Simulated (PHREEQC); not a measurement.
Solution (5 °C): 18 mmol/kgw Cu(NO3)2, 22 mmol/kgw HBF4 and 26 mmol/kgw Na2SO4. Closed to the air; pH follows from the charge balance.

Equilibrium calculation in PHREEQC: ion-association model, phreeqc.dat.

```
Item                     Result
----------------  -------------
pH                         1.89
ionic strength    0.121 mol/kgw
total alkalinity   -88.0 meq/kg
```

```
species  molality  activity   log γ
-------  --------  --------  ------
Na+        0.0508    0.0397  -0.108
NO3-       0.0360    0.0268  -0.128
BF4-       0.0198    0.0154  -0.110
H+         0.0157    0.0129  -0.085
SO4-2      0.0145   0.00522  -0.444
Cu+2       0.0133   0.00519  -0.410
HSO4-     0.00568   0.00441  -0.110
HF        0.00528   0.00543   0.012
CuSO4     0.00464   0.00477   0.012
H3BO3     0.00118   0.00121   0.012
NaSO4-    0.00116  0.000906  -0.107
BF3OH-   0.000922  0.000716  -0.110
```

This is a speciation only: nothing precipitates in the calculation. Away from 25 °C the constants follow the database's enthalpies or fits; those with neither stay at their 25 °C values. Real BF4- forms and hydrolyses slowly; the run takes it at equilibrium.
